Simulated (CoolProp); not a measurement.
Vapour-liquid equilibrium of n-hexane (1) + toluene (2) at 0.00991 MPa; x and y are mole fractions of (1).

Model: multi-fluid Helmholtz-energy mixture model, Thol 2019 and Lemmon 2006; pair parameters Bell 2016, in CoolProp.

**Question.** Give the bubble temperature and the first vapour's composition at x = 0.2, 0.275, 0.8. Is there an azeotrope?

**Answer.** x = 0.2: 27.9 °C, y = 0.633; x = 0.275: 24.6 °C, y = 0.713; x = 0.8: 12.7 °C, y = 0.944. No azeotrope shows between x = 0.05 and 0.95.

The pair parameters rest on a limited set of measurements; away from them the model extrapolates.
